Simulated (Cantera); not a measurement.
Cantera run:

```python
import numpy as np
import cantera as ct

gas_names = """
    Fe H H2 N NH NH2 NH3 N2 N2H2 N2H4
""".split()
cond_names = """
    Fe(a) Fe(c) Fe(d) Fe(L)
""".split()


# ... load() reads the species with a 1 bar reference pressure and builds the phases ...
atoms = {
    'Fe': {'Fe': 1},
    'NH3': {'N': 1, 'H': 3},
    'H2': {'H': 2},
}
top_T = {}  # K; cautious upper limits of use, not melting points


# ... equilibrate(T, P, feed) seeds the gas with the atoms and calls Mixture.equilibrate('TP', solver="vcs", rtol=1e-11, max_steps=5000) ...
results = []
feed = {'Fe': 1, 'NH3': 12, 'H2': 1.1}  # mol
for P in [10, 48, 230, 1100, 5500, 26000, 130000, 620000, 3000000]:
    for T in [600, 700, 800, 900, 1000, 1100, 1200, 1300, 1400, 1500, 1600, 1700, 1800, 1900]:
        mix = equilibrate(T, P, feed)
        results.append((T, P, feed, dict(zip(mix.species_names, mix.species_moles))))

for T, P, feed, n in results:
    print(f"{T:7g} {P:10.4g}  " + (" + ".join(c for c in cond_names if n.get(c, 0) > 1e-12) or "gas only"))
```

Result:

```
    600         10  Fe(a)
    700         10  Fe(a)
    800         10  Fe(a)
    900         10  Fe(a)
   1000         10  Fe(a)
   1100         10  Fe(a)
   1200         10  Fe(c)
   1300         10  Fe(c)
   1400         10  Fe(c)
   1500         10  Fe(c)
   1600         10  Fe(c)
   1700         10  gas only
   1800         10  gas only
   1900         10  gas only
    600         48  Fe(a)
    700         48  Fe(a)
    800         48  Fe(a)
    900         48  Fe(a)
   1000         48  Fe(a)
   1100         48  Fe(a)
   1200         48  Fe(c)
   1300         48  Fe(c)
   1400         48  Fe(c)
   1500         48  Fe(c)
   1600         48  Fe(c)
   1700         48  Fe(d)
   1800         48  gas only
   1900         48  gas only
    600        230  Fe(a)
    700        230  Fe(a)
    800        230  Fe(a)
    900        230  Fe(a)
   1000        230  Fe(a)
   1100        230  Fe(a)
   1200        230  Fe(c)
   1300        230  Fe(c)
   1400        230  Fe(c)
   1500        230  Fe(c)
   1600        230  Fe(c)
   1700        230  Fe(d)
   1800        230  Fe(d)
   1900        230  gas only
    600       1100  Fe(a)
    700       1100  Fe(a)
    800       1100  Fe(a)
    900       1100  Fe(a)
   1000       1100  Fe(a)
   1100       1100  Fe(a)
   1200       1100  Fe(c)
   1300       1100  Fe(c)
   1400       1100  Fe(c)
   1500       1100  Fe(c)
   1600       1100  Fe(c)
   1700       1100  Fe(d)
   1800       1100  Fe(d)
   1900       1100  Fe(L)
    600       5500  Fe(a)
    700       5500  Fe(a)
    800       5500  Fe(a)
    900       5500  Fe(a)
   1000       5500  Fe(a)
   1100       5500  Fe(a)
   1200       5500  Fe(c)
   1300       5500  Fe(c)
   1400       5500  Fe(c)
   1500       5500  Fe(c)
   1600       5500  Fe(c)
   1700       5500  Fe(d)
   1800       5500  Fe(d)
   1900       5500  Fe(L)
    600    2.6e+04  Fe(a)
    700    2.6e+04  Fe(a)
    800    2.6e+04  Fe(a)
    900    2.6e+04  Fe(a)
   1000    2.6e+04  Fe(a)
   1100    2.6e+04  Fe(a)
   1200    2.6e+04  Fe(c)
   1300    2.6e+04  Fe(c)
   1400    2.6e+04  Fe(c)
   1500    2.6e+04  Fe(c)
   1600    2.6e+04  Fe(c)
   1700    2.6e+04  Fe(d)
   1800    2.6e+04  Fe(d)
   1900    2.6e+04  Fe(L)
    600    1.3e+05  Fe(a)
    700    1.3e+05  Fe(a)
    800    1.3e+05  Fe(a)
    900    1.3e+05  Fe(a)
   1000    1.3e+05  Fe(a)
   1100    1.3e+05  Fe(a)
   1200    1.3e+05  Fe(c)
   1300    1.3e+05  Fe(c)
   1400    1.3e+05  Fe(c)
   1500    1.3e+05  Fe(c)
   1600    1.3e+05  Fe(c)
   1700    1.3e+05  Fe(d)
   1800    1.3e+05  Fe(d)
   1900    1.3e+05  Fe(L)
    600    6.2e+05  Fe(a)
    700    6.2e+05  Fe(a)
    800    6.2e+05  Fe(a)
    900    6.2e+05  Fe(a)
   1000    6.2e+05  Fe(a)
   1100    6.2e+05  Fe(a)
   1200    6.2e+05  Fe(c)
   1300    6.2e+05  Fe(c)
   1400    6.2e+05  Fe(c)
   1500    6.2e+05  Fe(c)
   1600    6.2e+05  Fe(c)
   1700    6.2e+05  Fe(d)
   1800    6.2e+05  Fe(d)
   1900    6.2e+05  Fe(L)
    600      3e+06  Fe(a)
    700      3e+06  Fe(a)
    800      3e+06  Fe(a)
    900      3e+06  Fe(a)
   1000      3e+06  Fe(a)
   1100      3e+06  Fe(a)
   1200      3e+06  Fe(c)
   1300      3e+06  Fe(c)
   1400      3e+06  Fe(c)
   1500      3e+06  Fe(c)
   1600      3e+06  Fe(c)
   1700      3e+06  Fe(d)
   1800      3e+06  Fe(d)
   1900      3e+06  Fe(L)
```

Equilibrium computed with Cantera from the NASA thermochemical tables; the gas is ideal and each condensed phase is pure.
